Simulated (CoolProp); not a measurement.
A single-stage vapour-compression cycle with chlorine: evaporating at 301.15 K (dew point), condensing at 343.15 K (bubble point), superheat 8 K, subcooling 5 K, compressor efficiency 0.75, no pressure losses. Each further row changes one setting.

Computed with CoolProp (reference Helmholtz-energy equation of state, Thol 2021).

```csv
case,cooling COP,pressure ratio,discharge temperature (K),refrigerating effect (kJ/kg),volumetric capacity (kJ/m³)
as stated,4.49,2.64,413.5,212,5470
evaporating temperature 306.15 K,…,…,404.2,213,6230
condensing temperature 338.15 K,5.20,…,401.4,217,5610
subcooling 10 K,4.60,2.64,413.5,217,5610
superheat 18 K,4.41,2.64,…,…,5380
compressor efficiency 0.65,3.89,2.64,425.6,212,5470
```

Question: Fill in the missing entries.

Answer: 
- evaporating temperature 306.15 K, cooling COP: 5.26
- evaporating temperature 306.15 K, pressure ratio: 2.32
- condensing temperature 338.15 K, pressure ratio: 2.38
- superheat 18 K, discharge temperature (K): 426.8
- superheat 18 K, refrigerating effect (kJ/kg): 218
